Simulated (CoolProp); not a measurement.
Model: reference Helmholtz-energy equation of state, Lemmon 2006, in CoolProp. It is a short technical equation, of lower accuracy than the large ones.

Problem. For CH3F (R41), give the phase and the density (kg/m³) at 277.1 K and 2.13 MPa; 326.4 K and 2.13 MPa.

Solution. 
- 277.1 K and 2.13 MPa: gas; density 43.6
- 326.4 K and 2.13 MPa: gas; density 31.0
